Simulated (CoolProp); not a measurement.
c-C4F8 (RC318) along the isotherm 439.6 K: density (kg/m³) from the reference equation and from simpler models built on Tc = 388.4 K, pc = 2.778 MPa, ω = 0.355; each cubic takes its own stable root.

The numbers come from the reference Helmholtz-energy equation of state, Platzer 1990 in CoolProp. This equation is an older, rougher fit.

| p (MPa) | phase | reference |
|---|---|---|
| 0.154 | gas | 8.529 |
| 0.309 | gas | 17.33 |
| 0.463 | gas | 26.29 |
| 0.617 | gas | 35.48 |
| 0.772 | gas | 44.99 |
| 0.926 | gas | 54.71 |
| 1.08 | gas | 64.71 |
| 1.23 | gas | 74.74 |
| 1.39 | gas | 85.77 |

**Question.** How far does each simpler model (ideal gas, Redlich-Kwong, Soave-Redlich-Kwong, Peng-Robinson) lie from the reference over these 9 states: mean and median of the absolute difference, and the worst?

**Answer.** 
- ideal gas: mean 6.2 %, median 6.1 %, worst -11.3 % at 439.6 K and 1.39 MPa
- Redlich-Kwong: mean 0.8 %, median 0.8 %, worst +1.5 % at 439.6 K and 1.39 MPa
- Soave-Redlich-Kwong: mean 0.0 %, median 0.0 %, worst -0.1 % at 439.6 K and 1.39 MPa
- Peng-Robinson: mean 1.0 %, median 1.0 %, worst +1.7 % at 439.6 K and 1.39 MPa
